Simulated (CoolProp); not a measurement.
Carbon monoxide at several states: Z from the reference equation and from simpler models built on Tc = 132.9 K, pc = 34.98 bar, ω = 0.050; each cubic takes its own stable root.

Computed with CoolProp (reference Helmholtz-energy equation of state, Lemmon 2006). It is a short technical equation, of lower accuracy than the large ones.

| T (K) | p (bar) | phase | reference | van der Waals | Redlich-Kwong | Peng-Robinson |
|---|---|---|---|---|---|---|
| 210.2 | 25.4 | gas | 0.9476 | 0.9344 | 0.9437 | 0.9367 |
| 187 | 67.7 | supercritical | 0.7969 | 0.7472 | 0.7905 | 0.7755 |
| 491 | 3.48 | gas | 1.001 | 1.000 | 1.001 | 1.001 |
| 76.4 | 4.33 | liquid | 0.02338 | 0.03430 | 0.02324 | 0.02074 |
| 223.6 | 128 | supercritical | 0.8847 | 0.8302 | 0.8740 | 0.8645 |
